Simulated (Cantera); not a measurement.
Input (Python, Cantera) and output of one run.

```python
import numpy as np
import cantera as ct

gas_names = """
    C CH CH2 CH3 CH2OH CH3O CH4 CH3OH CO CO2 COOH C2 C2H CHCO,ketyl C2H2,acetylene C2H2,vinylidene
    CH2CO,ketene C2H3,vinyl CH3CO,acetyl C2H4 C2H4O,ethylen CH3CHO,ethanal CH3COOH (HCOOH)2 C2H5 C2H6
    CH3OCH3 C2H5OH C2O C3 C3H3,propargyl C3H4,allene C3H4,propyne C3H4,cyclo- C3H5,allyl C3H6,propylene
    C3H6,cyclo- C3H6O C3H7,n-propyl C3H7,i-propyl C3H8 C3H8O,1propanol C3H8O,2propanol C3O2 C4 C4H2
    C4H4,1,3-cyclo- C4H6,butadiene C4H6,2-butyne C4H6,cyclo- C4H8,1-butene C4H8,cis2-buten
    C4H8,tr2-butene C4H8,isobutene C4H8,cyclo- (CH3COOH)2 C4H9,n-butyl C4H9,i-butyl C4H9,s-butyl
    C4H9,t-butyl C4H10,isobutane C4H10,n-butane C5 C5H6,1,3cyclo- C5H8,cyclo- C5H10,1-pentene
    C5H10,cyclo- C5H11,pentyl C5H11,t-pentyl C5H12,n-pentane C5H12,i-pentane CH3C(CH3)2CH3 C6H2
    C6H5,phenyl C6H5O,phenoxy C6H6 C6H5OH,phenol C6H10,cyclo- C6H12,1-hexene C6H12,cyclo- C6H13,n-hexyl
    C7H7,benzyl C7H8 C7H8O,cresol C7H14,1-heptene C7H15,n-heptyl C7H16,n-heptane C8H8,styrene
    C8H10,ethylbenz C8H16,1-octene C8H17,n-octyl C8H18,isooctane C8H18,n-octane C9H19,n-nonyl
    C10H8,naphthale C10H21,n-decyl C12H9,o-bipheny C12H10,bipheny Fe FeC5O5 FeO Fe(OH)2 H HCO HO2 H2
    HCHO,formaldehy HCOOH H2O H2O2 O OH O2 O3
""".split()
cond_names = """
    C(gr) C6H6(L) C7H8(L) C8H18(L),n-octa Fe(a) Fe(c) Fe(d) Fe(L) FeC5O5(L) FeO(s) FeO(L) Fe(OH)2(s)
    Fe(OH)3(s) Fe2O3(s) Fe3O4(s) H2O(s) H2O(L)
""".split()


def load(file, names, dense=False):
    # The tables refer to 1 bar. Condensed volumes are neglected.
    table = {s.name: s for s in ct.Species.list_from_file(file)}
    out = []
    for n in names:
        d = dict(table[n].input_data)
        d["thermo"] = dict(d["thermo"], **{"reference-pressure": 1e5})
        if dense:
            d["equation-of-state"] = {"model": "constant-volume", "density": "1e6 g/cm^3"}
        out.append(ct.Species.from_dict(d))
    return out


gas = ct.Solution(thermo="ideal-gas", species=load("nasa_gas.yaml", gas_names))
cond = {s.name: ct.Solution(thermo="fixed-stoichiometry", species=[s], name=s.name)
        for s in load("nasa_condensed.yaml", cond_names, dense=True)}
atoms = {
    'Fe(CO)5': {'Fe': 1, 'C': 5, 'O': 5},
    'H2': {'H': 2},
}
top_T = {'C(gr)': 4500, 'Fe2O3(s)': 1830, 'Fe3O4(s)': 1870}  # K; cautious upper limits of use, not melting points


def equilibrate(T, P, feed):
    n = {}
    for name, mol in feed.items():
        for a, k in atoms[name].items():
            n[a] = n.get(a, 0.0) + k * mol
    gas.TPX = T, P, n
    mass = sum(n.values()) * gas.mean_molecular_weight
    gas.equilibrate("TP")
    valid = [c for c in cond.values() if c.min_temp <= T <= top_T.get(c.name, c.max_temp)]
    mix = ct.Mixture([(gas, mass / gas.mean_molecular_weight)] + [(c, 0.0) for c in valid])
    mix.T, mix.P = T, P
    mix.equilibrate("TP", solver="gibbs", rtol=1e-10, max_steps=50000)
    return mix


results = []
T = 748.15  # K
P = 133.322  # Pa
for m in [1.7, 2.8, 3.8, 4.9, 6, 7, 8.1, 9.2, 10, 11, 12]:
    feed = {'Fe(CO)5': 1, 'H2': m}  # mol
    mix = equilibrate(T, P, feed)
    results.append((T, P, feed, dict(zip(mix.species_names, mix.species_moles))))

top = {s: max(r[3][s] / sum(r[3][g] for g in gas_names) for r in results) for s in gas_names}
cols = sorted((s for s in top if top[s] > 0.001), key=lambda s: -top[s])[:9]
seen = [c for c in cond_names if any(r[3].get(c, 0) > 1e-12 for r in results)]
print("log10 of partial pressures in bar; condensed amounts in mol")
print(f"{'n(H2)':>10s}" + "".join(f"{s[:9]:>10s}" for s in cols + seen))
for T, P, feed, n in results:
    ng = sum(n[g] for g in gas_names)
    print(f"{feed['H2']:10.4g}" + "".join(f"{np.log10(max(n[s] / ng * P / 1e5, 1e-99)):10.3f}" for s in cols)
          + "".join(f"{n.get(c, 0):10.4g}" for c in seen))
```

Result:

```
log10 of partial pressures in bar; condensed amounts in mol
     n(H2)        H2        CO       CO2       H2O       CH4     C(gr)     Fe(a)
       1.7    -3.414    -3.179    -3.583    -4.611    -6.309     1.179         1
       2.8    -3.276    -3.240    -3.704    -4.534    -6.033      1.13         1
       3.8    -3.204    -3.287    -3.798    -4.509    -5.889      1.09         1
       4.9    -3.152    -3.332    -3.889    -4.502    -5.784     1.053         1
         6    -3.114    -3.372    -3.970    -4.505    -5.709     1.019         1
         7    -3.089    -3.406    -4.036    -4.512    -5.658    0.9919         1
       8.1    -3.066    -3.439    -4.103    -4.524    -5.614    0.9646         1
       9.2    -3.049    -3.470    -4.165    -4.536    -5.578    0.9396         1
        10    -3.038    -3.491    -4.207    -4.547    -5.556    0.9228         1
        11    -3.026    -3.516    -4.256    -4.559    -5.533     0.903         1
        12    -3.016    -3.539    -4.303    -4.573    -5.512    0.8845         1
```

These are equilibrium values from Cantera (NASA tables, ideal gas, pure condensed phases), not measurements of a reactor. Condensed phases not in the tables: cementite and carbon dissolved in iron.
